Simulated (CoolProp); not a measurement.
A single-stage vapour-compression cycle with R1336mzz(E): evaporating at 242.15 K (dew point), condensing at 285.15 K (bubble point), superheat 10 K, subcooling 8 K, compressor efficiency 0.6, no pressure losses. Each further row changes one setting.

Model: reference Helmholtz-energy equation of state, Akasaka 2023, in CoolProp.

| case | cooling COP | pressure ratio | discharge temperature (K) | refrigerating effect (kJ/kg) | volumetric capacity (kJ/m³) |
|---|---|---|---|---|---|
| as stated | 3.00 | 7.87 | 312.2 | 138 | 165 |
| evaporating temperature 247.15 K | 3.55 | 5.91 | 309.3 | 142 | 222 |
| condensing temperature 280.15 K | 3.48 | 6.44 | 306.2 | 144 | 173 |
| subcooling 13 K | 3.13 | 7.87 | 312.2 | 144 | 173 |
| superheat 20 K | 3.04 | 7.87 | 323.4 | 145 | 168 |
| compressor efficiency 0.5 | 2.50 | 7.87 | 323.0 | 138 | 165 |
